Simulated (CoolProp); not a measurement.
The numbers come from the reference Helmholtz-energy equation of state, Marx 1992 in CoolProp.

**Question.** Give the vapour pressure (MPa), enthalpy of vaporisation (kJ/kg), vapour Z of saturated R113 at 417.5 K.

**Answer.** 
| T (K) | p (MPa) | enthalpy of vaporisation (kJ/kg) | vapour Z |
|---|---|---|---|
| 417.5 | 1.10 | 104 | 0.773 |
